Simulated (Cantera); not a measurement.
Mixture: 20.7 % CO, 0.934 % H2, 13.4 % O2, 50.4 % N2, 14.5 % H2O, equivalence ratio 0.81, at 0.987 atm, adiabatic and at constant volume. Ignition delay is the time to a rise of 400 K.

Model: GRI-Mech 3.0 (53 species, 325 reactions), integrated in Cantera.

### Question
Predict: delay at 975 K; delay at 1025 K; delay at 1075 K; delay at 1125 K; delay at 1175 K; delay at 1225 K; delay at 1275 K; apparent activation energy between 1175 and 1275 K.

### Answer
```
Item                                                   Result
--------------------------------------------------  ---------
delay at 975 K                                        17.2 ms
delay at 1025 K                                       3.44 ms
delay at 1075 K                                      0.890 ms
delay at 1125 K                                      0.405 ms
delay at 1175 K                                      0.245 ms
delay at 1225 K                                      0.172 ms
delay at 1275 K                                      0.131 ms
apparent activation energy between 1175 and 1275 K  78 kJ/mol
```
